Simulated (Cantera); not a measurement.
# Thermodynamics of aluminium nitride and oxide growth, feed AlI3 + N2

A closed system holds: 1 mol AlI3, 8.4 mol N2, held at 60.0 Pa.

These are equilibrium values from Cantera (NASA tables, ideal gas, pure condensed phases), not measurements of a reactor. Candidate condensed phases: Al, AlI3, AlN, I2; 10 gas species. Equilibrium is a limit: real reactors are often held back by kinetics, nucleation or transport.

```
T (K)   x N2    x I     x AlI    x AlI3      x I2      x Al  n AlN(s)
-----  -----  -----  --------  --------  --------  --------  --------
1050   0.746  0.238   2.47e-6    0.0112   0.00458    <1e-12     0.881
1100   0.734  0.258   1.10e-5   0.00497   0.00241    <1e-12     0.946
1150   0.729  0.268   4.11e-5   0.00211   0.00124    <1e-12     0.977
1200   0.727  0.272  0.000135  0.000910  0.000653  1.35e-11     0.989
1250   0.726  0.273  0.000397  0.000408  0.000355  1.76e-10     0.991
1300   0.725  0.273   0.00107  0.000191  0.000200   1.88e-9     0.986
1350   0.725  0.272   0.00264   9.29e-5  0.000117   1.68e-8     0.970
1400   0.726  0.268   0.00607   4.62e-5   6.93e-5   1.28e-7     0.933
1450   0.727  0.260    0.0129   2.29e-5   4.13e-5   8.47e-7     0.858
1500   0.728  0.246    0.0253   1.09e-5   2.41e-5   4.93e-6     0.721
1550   0.731  0.224    0.0453   4.75e-6   1.33e-5   2.55e-5     0.495
1600   0.735  0.192    0.0732   1.80e-6   6.70e-6  0.000119     0.171
1650   0.737  0.176    0.0873   6.16e-7   3.94e-6  0.000364         0
```
x: gas mole fraction; n: condensed amount in mol.

From 1050 K to 1600 K the condensed part is AlN(s). At 1650 K nothing is condensed. The main Al-bearing gas is AlI3 at 1050 K and AlI at 1650 K. The share of Al in condensed phases is highest at 1250 K (99.1 %) and lowest at 1650 K (0.0 %).
